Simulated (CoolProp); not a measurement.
Saturated liquid density (kg/m³) of normal hydrogen: the reference equation beside estimates from Tc = -240.0 °C, pc = 1.296 MPa, ω = -0.219. Rackett uses Z = 0.29056 − 0.08775 ω.

Values from CoolProp's reference Helmholtz-energy equation of state, Leachman 2009.

| T (°C) | reference | Rackett | van der Waals | Redlich-Kwong |
|---|---|---|---|---|
| -250.55 | 68.12 | … | 54.97 | 79.96 |
| -249.15 | 66.20 | 68.89 | 52.96 | 76.40 |
| -247.75 | 64.07 | … | 50.78 | … |
| -246.35 | 61.67 | 63.57 | 48.36 | 68.14 |
| -244.95 | 58.92 | 60.45 | 45.64 | 63.24 |
| -243.45 | 55.36 | 56.55 | 42.24 | 57.13 |
| -242.05 | 51.02 | 51.94 | 38.28 | 50.12 |
| -240.65 | 43.92 | … | 32.50 | 40.16 |

Q: What belongs in the gaps?

A: 
- -250.55, Rackett: 71.25
- -247.75, Rackett: 66.35
- -247.75, Redlich-Kwong: 72.49
- -240.65, Rackett: 44.77

Absolute difference from the reference over all 8 rows, mean and median: Rackett 3.0 and 2.8 %, van der Waals 22.4 and 22.1 %, Redlich-Kwong 9.7 and 9.5 %.
